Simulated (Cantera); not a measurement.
# Hydrocarbon pyrolysis for carbon deposition

An isothermal, constant-pressure homogeneous reactor starts with C2H6 : N2 = 1 : 99 (molar parts), at 1000 K and 1.00 atm.

Cantera simulation using GRI-Mech 3.0 (53 species, 325 reactions); the numbers are that mechanism's predictions, not measurements. GRI-Mech 3.0 stops at C3 and has no aromatics, soot or wall deposition, so with more carbon than oxygen in the feed, carbon stays in small species such as C2H2 where larger ones or solid carbon would form.

| t (s) | x C2H6 | x CH3 | x HCN | x C2H | x C2H2 | x CH4 | x CH2 |
|---|---|---|---|---|---|---|---|
| 0.000200 | 0.0100 | 3.57e-9 | <1e-12 | <1e-12 | <1e-12 | 2.36e-10 | <1e-12 |
| 0.000690 | 0.01000 | 1.06e-8 | <1e-12 | <1e-12 | <1e-12 | 2.53e-9 | <1e-12 |
| 0.00238 | 0.01000 | 2.30e-8 | <1e-12 | <1e-12 | <1e-12 | 2.21e-8 | <1e-12 |
| 0.00820 | 0.01000 | 3.24e-8 | <1e-12 | <1e-12 | 4.00e-11 | 1.30e-7 | <1e-12 |
| 0.0283 | 0.00996 | 7.16e-8 | <1e-12 | <1e-12 | 6.65e-9 | 8.00e-7 | <1e-12 |
| 0.0975 | 0.00974 | 1.03e-7 | <1e-12 | <1e-12 | 2.89e-7 | 5.29e-6 | <1e-12 |
| 0.336 | 0.00897 | 9.37e-8 | <1e-12 | <1e-12 | 4.39e-6 | 2.20e-5 | <1e-12 |
| 1.16 | 0.00675 | 6.84e-8 | <1e-12 | <1e-12 | 4.23e-5 | 7.70e-5 | <1e-12 |
| 4.00 | 0.00281 | 3.13e-8 | <1e-12 | <1e-12 | 0.000237 | 0.000210 | <1e-12 |
x: mole fraction; the columns are a selection and need not sum to one.

Equilibrium at this temperature and pressure: C2H6 6.99e-6, CH3 7.80e-9, HCN 0.00616, C2H <1e-12, C2H2 0.000594, CH4 0.0107, CH2 <1e-12 (gas phase only).
